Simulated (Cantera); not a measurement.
An isothermal, constant-pressure homogeneous reactor starts with CH₄ : N₂ = 1 : 23 (molar parts), at 1800 K and 1330 Pa. Integrator tolerance rtol = 1e-08.

Model: GRI-Mech 3.0 (53 species, 325 reactions), integrated in Cantera. GRI-Mech 3.0 stops at C3 and has no aromatics, soot or wall deposition, so with more carbon than oxygen in the feed, carbon stays in small species such as C2H2 where larger ones or solid carbon would form. Radical loss at walls, strong at low pressure, is not modelled.

### Question
What does this change do: CH4 1 to 3.6 parts?

### Answer
```csv
quantity,before,after
x(CH₄) at 30.0 s,4.46e-7 (gas-phase equilibrium 6.40e-7),1.18e-5 (gas-phase equilibrium 8.44e-6)
x(C₂H₄) at 30.0 s,3.68e-7 (gas-phase equilibrium 6.03e-8),3.28e-6 (gas-phase equilibrium 1.18e-6)
x(CH₂) at 30.0 s,1.65e-9 (gas-phase equilibrium 2.37e-9),1.47e-8 (gas-phase equilibrium 1.05e-8)
x(C₂H₆) at 30.0 s,<1e-12 (gas-phase equilibrium <1e-12),7.99e-12 (gas-phase equilibrium 3.61e-12)
x(C₂H₂) at 30.0 s,0.0199 (gas-phase equilibrium 0.00327),0.0595 (gas-phase equilibrium 0.0213)
x(H) at 30.0 s,0.000762 (gas-phase equilibrium 0.000763),0.00132 (gas-phase equilibrium 0.00132)
x(C₂H) at 30.0 s,2.23e-6 (gas-phase equilibrium 3.66e-7),3.85e-6 (gas-phase equilibrium 1.38e-6)
```

### Question
What does this change do: temperature 1800 to 1775 K?

### Answer
```json
[
 {"quantity": "x(CH₄) at 30.0 s", "before": "4.46e-7 (gas-phase equilibrium 6.40e-7)", "after": "1.38e-6 (gas-phase equilibrium 7.82e-7)"},
 {"quantity": "x(C₂H₄) at 30.0 s", "before": "3.68e-7 (gas-phase equilibrium 6.03e-8)", "after": "4.39e-7 (gas-phase equilibrium 7.36e-8)"},
 {"quantity": "x(CH₂) at 30.0 s", "before": "1.65e-9 (gas-phase equilibrium 2.37e-9)", "after": "3.28e-9 (gas-phase equilibrium 1.86e-9)"},
 {"quantity": "x(C₂H₆) at 30.0 s", "before": "<1e-12 (gas-phase equilibrium <1e-12)", "after": "<1e-12 (gas-phase equilibrium <1e-12)"},
 {"quantity": "x(C₂H₂) at 30.0 s", "before": "0.0199 (gas-phase equilibrium 0.00327)", "after": "0.0200 (gas-phase equilibrium 0.00334)"},
 {"quantity": "x(H) at 30.0 s", "before": "0.000762 (gas-phase equilibrium 0.000763)", "after": "0.000616 (gas-phase equilibrium 0.000617)"},
 {"quantity": "x(C₂H) at 30.0 s", "before": "2.23e-6 (gas-phase equilibrium 3.66e-7)", "after": "1.62e-6 (gas-phase equilibrium 2.71e-7)"}
]
```
